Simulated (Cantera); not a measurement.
An isothermal, constant-pressure homogeneous reactor starts with 44.7 % H₂, 55.3 % O₂, equivalence ratio 0.40, at 1223 K and 21.0 Torr.

Model: GRI-Mech 3.0 (53 species, 325 reactions), integrated in Cantera. Radical loss at walls, strong at low pressure, is not modelled. The temperature is held fixed by assumption; the heat of reaction is taken as removed at once.

x: mole fraction; the columns are a selection and need not sum to one.

| t (s) | x H₂ | x O₂ | x H | x H₂O | x HO₂ | x O | x H₂O₂ |
|---|---|---|---|---|---|---|---|
| 4.00e-6 | 0.447 | 0.553 | 2.82e-9 | 5.76e-11 | 2.92e-9 | 1.59e-10 | <1e-12 |
| 1.49e-5 | 0.447 | 0.553 | 1.11e-8 | 2.00e-9 | 1.09e-8 | 1.73e-9 | 7.47e-12 |
| 5.52e-5 | 0.447 | 0.553 | 8.90e-8 | 7.13e-8 | 4.05e-8 | 2.24e-8 | 1.03e-10 |
| 0.000205 | 0.447 | 0.553 | ? | ? | ? | ? | ? |
| 0.000761 | ? | ? | ? | ? | ? | ? | ? |
| 0.00283 | 0.0195 | 0.402 | 0.0460 | 0.492 | 2.60e-5 | 0.0286 | 1.94e-6 |
| 0.0105 | 0.00124 | 0.422 | 0.000595 | 0.572 | 1.42e-5 | 0.00160 | 1.29e-6 |
| 0.0390 | 6.53e-5 | 0.423 | 7.53e-6 | 0.576 | 1.70e-6 | 8.70e-5 | 2.81e-7 |
| 0.145 | 7.83e-6 | 0.424 | 3.39e-7 | 0.576 | 2.55e-7 | 1.11e-5 | 6.80e-8 |
| 0.538 | 1.46e-6 | 0.424 | 2.86e-8 | 0.576 | 5.82e-8 | 2.14e-6 | 1.80e-8 |
| 2.00 | 3.45e-7 | 0.424 | 3.37e-9 | 0.576 | 2.69e-8 | 5.13e-7 | 5.14e-9 |

Question: Complete the blanks.

Answer: 
- 0.000205, x H: 2.35e-5
- 0.000205, x H₂O: 2.98e-5
- 0.000205, x HO₂: 2.65e-7
- 0.000205, x O: 6.31e-6
- 0.000205, x H₂O₂: 1.68e-9
- 0.000761, x H₂: 0.0385
- 0.000761, x O₂: 0.363
- 0.000761, x H: 0.182
- 0.000761, x H₂O: 0.325
- 0.000761, x HO₂: 1.83e-5
- 0.000761, x O: 0.0756
- 0.000761, x H₂O₂: 9.46e-7
